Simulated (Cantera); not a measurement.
Mixture: H₂ : O₂ : N₂ : H₂O = 1 : 0.746 : 2.46 : 0.1 (molar parts), equivalence ratio 0.67, at 7.01 atm, adiabatic and at constant pressure. Ignition delay is the time to a rise of 400 K.

Detailed kinetics in Cantera: the H2/O2 subset of GRI-Mech 3.0, which has no nitrogen chemistry. The hydrogen kinetics of GRI-Mech 3.0 are dated; newer H2 mechanisms differ, most at raised pressure.

**Question.** At T0 = 1350 K, what is the delay, and which 6 reactions control it most (d ln τ / d ln k, from doubling and halving each rate constant)?

**Answer.** The delay is 4.14 µs.
```json
[
 {"reaction": "H + O2 <=> O + OH", "d ln τ / d ln k": "-1.16", "faster rate": "shortens it"},
 {"reaction": "H + O2 + N2 <=> HO2 + N2", "d ln τ / d ln k": "0.22", "faster rate": "lengthens it"},
 {"reaction": "H2 + O <=> H + OH", "d ln τ / d ln k": "-0.21", "faster rate": "shortens it"},
 {"reaction": "H + O2 + M <=> HO2 + M", "d ln τ / d ln k": "0.15", "faster rate": "lengthens it"},
 {"reaction": "H2 + OH <=> H + H2O", "d ln τ / d ln k": "-0.12", "faster rate": "shortens it"},
 {"reaction": "H + O2 + H2O <=> HO2 + H2O", "d ln τ / d ln k": "0.11", "faster rate": "lengthens it"}
]
```
